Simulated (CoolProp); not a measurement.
The numbers come from the reference Helmholtz-energy equation of state, de Reuck 1990 in CoolProp.

Problem. Give the vapour pressure (MPa), liquid density (kg/m³), vapour density (kg/m³), enthalpy of vaporisation (kJ/kg) of saturated fluorine at -157.65, -145.85, -138.75 °C.

Solution. 
| T (°C) | p (MPa) | liquid density (kg/m³) | vapour density (kg/m³) | enthalpy of vaporisation (kJ/kg) |
|---|---|---|---|---|
| -157.65 | 1.26 | 1250 | 61.2 | 136 |
| -145.85 | 2.41 | 1120 | 123 | 112 |
| -138.75 | 3.38 | 1010 | 188 | 90.3 |
